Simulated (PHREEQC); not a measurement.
**Copper plating or etch bath (model solution)**

Dissolve 1.2 mmol/kgw CuSO4, 0.061 mmol/kgw H2SO4 and 0.14 mmol/kgw H3BO3 at 93 °C. Closed to the air; pH follows from the charge balance.

Model: ion-association model, phreeqc.dat, run in PHREEQC.

Precipitation was switched off in this run.

Problem. What pH, specific conductance, ionic strength does the model give?

Solution. pH 4.10; specific conductance 827 µS/cm; ionic strength 0.00422 mol/kgw.

Problem. In which forms is S present?

Solution. SO4-2 83 %, CuSO4 14 %, HSO4- 3.1 % of the S.

Species that the database lacks are ignored. Away from 25 °C the constants follow the database's enthalpies or fits; those with neither stay at their 25 °C values.
